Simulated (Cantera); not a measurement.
Input: 1 mol CH3SiH3, 0.0041 mol C3H8, 400 mol H2, held at 30.0 mbar.

These are equilibrium values from Cantera (NASA tables, ideal gas, pure condensed phases), not measurements of a reactor. Candidate condensed phases: C, C6H6, C7H8, C8H18, Si, SiC; 87 gas species. The feed counts by its element totals alone. Gases not in the tables: Si2H6 and higher silanes. Rates play no part.

Problem. At 2048 K, list the 6 most abundant gas species with their mole fractions, and the condensed phases.

Solution. H2 0.987, H 0.0128, Si 0.000355, C2H2 (acetylene) 0.000222, SiH 3.71e-5, SiH2 1.93e-5. Condensed: SiC(s).
